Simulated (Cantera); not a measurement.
Feed: 1 mol Cr2O3, 1800 mol H2, at 2000 K.

These are equilibrium values from Cantera (NASA tables, ideal gas, pure condensed phases), not measurements of a reactor. Candidate condensed phases: Cr, Cr2O3, H2O; 13 gas species. The numbers say what is thermodynamically allowed, not how fast it happens.

Q: Which condensed phases are stable at each of these points (P (Pa)): 10, 68, 460, 3200, 22000, 150000, 1000000?

A: 
```csv
P (Pa),condensed phases,Cr condensed (%)
10,gas only,0.0
68,gas only,0.0
460,gas only,0.0
3200,gas only,0.0
22000,gas only,0.0
150000,Cr(s),31.2
1000000,Cr(s),89.7
```

From 10.0 Pa to 22000 Pa nothing is condensed. From 150000 Pa to 1000000 Pa the condensed part is Cr(s).
